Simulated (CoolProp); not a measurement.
Properties of methane along the isobar 0.101 MPa (Tc = -82.6 °C, pc = 4.599 MPa, ω = 0.011).

Model: reference Helmholtz-energy equation of state, Setzmann 1991, in CoolProp.

| T (°C) | phase | density (kg/m³) | cv (kJ/(kg K)) |
|---|---|---|---|
| -138.35 | gas | 1.476 | 1.577 |
| -102.05 | gas | 1.151 | 1.568 |
| -65.65 | gas | 0.9446 | 1.578 |
| -29.35 | gas | 0.8021 | 1.611 |
| 7.05 | gas | 0.6970 | 1.670 |
| 43.35 | gas | 0.6166 | 1.754 |
| 79.75 | gas | 0.5527 | 1.858 |
| 116.05 | gas | 0.5010 | 1.976 |
| 152.45 | gas | 0.4580 | 2.104 |
